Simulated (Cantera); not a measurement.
# Ammonia decomposition in nitride growth gas

An isothermal, constant-pressure homogeneous reactor starts with 51.0 % NH₃, 49.0 % N₂, at 2250 K and 975 Torr.

Computed with Cantera and the gas-phase N/H chemistry of the illustrative SiF4/NH3 mechanism in the Surface Chemkin manual (1991). Walls and surfaces, which speed up NH3 decomposition in real reactors, are not modelled.

```json
[
 {"t (s)": "0.000400", "x NH₃": "0.426", "x N": "2.38e-6", "x H": "0.000152", "x NH": "5.16e-5", "x N₂H₂": "8.10e-6", "x N₂H₄": "5.56e-7", "x H₂": "0.0820"},
 {"t (s)": "0.000825", "x NH₃": "0.355", "x N": "3.42e-6", "x H": "0.000273", "x NH": "5.44e-5", "x N₂H₂": "6.26e-6", "x N₂H₄": "3.80e-7", "x H₂": "0.152"},
 {"t (s)": "0.00170", "x NH₃": "0.251", "x N": "4.23e-6", "x H": "0.000485", "x NH": "5.22e-5", "x N₂H₂": "3.99e-6", "x N₂H₄": "2.16e-7", "x H₂": "0.256"},
 {"t (s)": "0.00350", "x NH₃": "0.132", "x N": "4.71e-6", "x H": "0.000843", "x NH": "4.38e-5", "x N₂H₂": "1.85e-6", "x N₂H₄": "8.58e-8", "x H₂": "0.374"},
 {"t (s)": "0.00722", "x NH₃": "0.0408", "x N": "4.80e-6", "x H": "0.00150", "x NH": "2.95e-5", "x N₂H₂": "4.83e-7", "x N₂H₄": "1.68e-8", "x H₂": "0.465"},
 {"t (s)": "0.0149", "x NH₃": "0.00448", "x N": "4.05e-6", "x H": "0.00311", "x NH": "1.26e-5", "x N₂H₂": "3.82e-8", "x N₂H₄": "7.61e-10", "x H₂": "0.500"},
 {"t (s)": "0.0307", "x NH₃": "0.000351", "x N": "1.02e-6", "x H": "0.00459", "x NH": "2.14e-6", "x N₂H₂": "6.99e-10", "x N₂H₄": "1.00e-11", "x H₂": "0.503"},
 {"t (s)": "0.0632", "x NH₃": "9.81e-5", "x N": "2.95e-7", "x H": "0.00465", "x NH": "6.12e-7", "x N₂H₂": "6.01e-11", "x N₂H₄": "<1e-12", "x H₂": "0.503"},
 {"t (s)": "0.130", "x NH₃": "3.94e-5", "x N": "1.19e-7", "x H": "0.00465", "x NH": "2.46e-7", "x N₂H₂": "1.29e-11", "x N₂H₄": "<1e-12", "x H₂": "0.503"},
 {"t (s)": "0.269", "x NH₃": "1.79e-5", "x N": "5.40e-8", "x H": "0.00465", "x NH": "1.12e-7", "x N₂H₂": "5.66e-12", "x N₂H₄": "<1e-12", "x H₂": "0.503"},
 {"t (s)": "0.554", "x NH₃": "9.00e-6", "x N": "2.72e-8", "x H": "0.00465", "x NH": "5.63e-8", "x N₂H₂": "4.26e-12", "x N₂H₄": "<1e-12", "x H₂": "0.503"},
 {"t (s)": "1.14", "x NH₃": "5.51e-6", "x N": "1.67e-8", "x H": "0.00465", "x NH": "3.45e-8", "x N₂H₂": "3.96e-12", "x N₂H₄": "<1e-12", "x H₂": "0.503"},
 {"t (s)": "2.35", "x NH₃": "4.60e-6", "x N": "1.39e-8", "x H": "0.00465", "x NH": "2.88e-8", "x N₂H₂": "3.91e-12", "x N₂H₄": "<1e-12", "x H₂": "0.503"},
 {"t (s)": "4.85", "x NH₃": "4.53e-6", "x N": "1.37e-8", "x H": "0.00465", "x NH": "2.83e-8", "x N₂H₂": "3.91e-12", "x N₂H₄": "<1e-12", "x H₂": "0.503"},
 {"t (s)": "10.0", "x NH₃": "4.53e-6", "x N": "1.37e-8", "x H": "0.00465", "x NH": "2.83e-8", "x N₂H₂": "3.91e-12", "x N₂H₄": "<1e-12", "x H₂": "0.503"}
]
```
x: mole fraction; the columns are a selection and need not sum to one.

Equilibrium at this temperature and pressure: NH₃ 4.53e-6, N 1.37e-8, H 0.00465, NH 2.83e-8, N₂H₂ 3.91e-12, N₂H₄ <1e-12, H₂ 0.503 (gas phase only).
